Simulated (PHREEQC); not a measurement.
**Buffer**

Solution (12 °C): 0.0033 mol/kgw NH4Cl and 0.00071 mol/kgw Na2HPO4. Closed to the air; pH follows from the charge balance.

The numbers come from PHREEQC with the ion-association model, wateq4f.dat.

Precipitation was switched off in this run.

Q: What pH, ionic strength does the model give?

A: pH 8.06; ionic strength 0.00528 mol/kgw.

Q: In which forms is P present?

A: HPO4-2 89 %, H2PO4- 11 % of the P.

H3PO4, which wateq4f.dat lacks, is added to it with the constant of phreeqc.dat. Constants without temperature data keep their 25 °C values here.
